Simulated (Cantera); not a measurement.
Input (Python, Cantera) and output of one run.

```python
import numpy as np
import cantera as ct

gas_names = """
    CL CL2 H HCL H2 Si SiCL SiCL2 SiCL3 SiCL4 SiH SiHCL3 SiH2 SiH2CL2 SiH3 SiH3CL SiH4 Si2 Si3
""".split()
cond_names = """
    Si(cr) Si(L)
""".split()


# ... load() reads the species with a 1 bar reference pressure and builds the phases ...
atoms = {
    'SiH2Cl2': {'Si': 1, 'H': 2, 'CL': 2},
    'HCl': {'H': 1, 'CL': 1},
    'H2': {'H': 2},
}
top_T = {}  # K; cautious upper limits of use, not melting points


# ... equilibrate(T, P, feed) seeds the gas with the atoms and calls Mixture.equilibrate('TP', solver="vcs", rtol=1e-11, max_steps=5000) ...
results = []
feed = {'SiH2Cl2': 1, 'HCl': 1.6, 'H2': 20}  # mol
P = 13332.2  # Pa
for T in [1050, 1125, 1200, 1275, 1350, 1425, 1500, 1575, 1650, 1725]:
    mix = equilibrate(T, P, feed)
    results.append((T, P, feed, dict(zip(mix.species_names, mix.species_moles))))
    x = sorted(zip(gas.X, gas.species_names), reverse=True)
    print(f"T = {T:g} K  P = {P:g} Pa  gas = {mix.phase_moles(0):.4g} mol")
    print("   x: " + "  ".join(f"{s} {v:.3e}" for v, s in x if v > 0.001))
    print("   condensed (mol): " + ("  ".join(f"{mix.phase(i).name} {mix.phase_moles(i):.4g}"
          for i in range(1, mix.n_phases) if mix.phase_moles(i) > 1e-12) or "none"))
```

Result:

```
T = 1050 K  P = 13332.2 Pa  gas = 22.76 mol
   x: H2 9.413e-01  SiCL4 2.422e-02  HCL 2.040e-02  SiHCL3 1.161e-02  SiCL3 1.051e-03
   condensed (mol): Si(cr) 0.1273
T = 1125 K  P = 13332.2 Pa  gas = 22.87 mol
   x: H2 9.311e-01  HCL 3.326e-02  SiCL4 2.048e-02  SiHCL3 9.961e-03  SiCL2 2.517e-03  SiCL3 2.047e-03
   condensed (mol): Si(cr) 0.1857
T = 1200 K  P = 13332.2 Pa  gas = 23.02 mol
   x: H2 9.181e-01  HCL 4.896e-02  SiCL4 1.523e-02  SiHCL3 7.770e-03  SiCL2 6.163e-03  SiCL3 3.271e-03
   condensed (mol): Si(cr) 0.2411
T = 1275 K  P = 13332.2 Pa  gas = 23.2 mol
   x: H2 9.040e-01  HCL 6.482e-02  SiCL2 1.205e-02  SiCL4 9.306e-03  SiHCL3 5.238e-03  SiCL3 4.152e-03
   condensed (mol): Si(cr) 0.2769
T = 1350 K  P = 13332.2 Pa  gas = 23.37 mol
   x: H2 8.924e-01  HCL 7.711e-02  SiCL2 1.874e-02  SiCL4 4.443e-03  SiCL3 4.085e-03  SiHCL3 2.944e-03
   condensed (mol): Si(cr) 0.2871
T = 1425 K  P = 13332.2 Pa  gas = 23.48 mol
   x: H2 8.854e-01  HCL 8.397e-02  SiCL2 2.403e-02  SiCL3 3.245e-03  SiCL4 1.724e-03  SiHCL3 1.422e-03
   condensed (mol): Si(cr) 0.2811
T = 1500 K  P = 13332.2 Pa  gas = 23.54 mol
   x: H2 8.822e-01  HCL 8.670e-02  SiCL2 2.736e-02  SiCL3 2.297e-03
   condensed (mol): Si(cr) 0.2695
T = 1575 K  P = 13332.2 Pa  gas = 23.57 mol
   x: H2 8.810e-01  HCL 8.736e-02  SiCL2 2.937e-02  SiCL3 1.572e-03
   condensed (mol): Si(cr) 0.2566
T = 1650 K  P = 13332.2 Pa  gas = 23.58 mol
   x: H2 8.805e-01  HCL 8.716e-02  SiCL2 3.068e-02  SiCL3 1.082e-03
   condensed (mol): Si(cr) 0.2439
T = 1725 K  P = 13332.2 Pa  gas = 23.59 mol
   x: H2 8.794e-01  HCL 8.846e-02  SiCL2 3.069e-02
   condensed (mol): Si(L) 0.2535
```

Method: chemical equilibrium by Gibbs-energy minimisation in Cantera with the NASA 1993 tables (ideal gas, pure condensed phases). The tables' values for SiCl3, SiCl are old estimates; treat these amounts as uncertain. Gases not in the tables: Si2H6 and higher silanes.
